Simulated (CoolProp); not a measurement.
Model: reference Helmholtz-energy equation of state, Thol 2019, in CoolProp.

Question: Give the vapour pressure (bar), liquid cp (kJ/(kg K)), surface tension (mN/m) of saturated dodecamethylpentasiloxane (MD3M) at 506.2, 511.8 K.

Answer: 
```tsv
T (K)	p (bar)	liquid cp (kJ/(kg K))	surface tension (mN/m)
506.2	1.09	2.17	5.09
511.8	1.23	2.18	4.80
```

Surface tension comes from a separate correlation (Mulero 2014), older than this fluid's equation and unchecked against measurements.
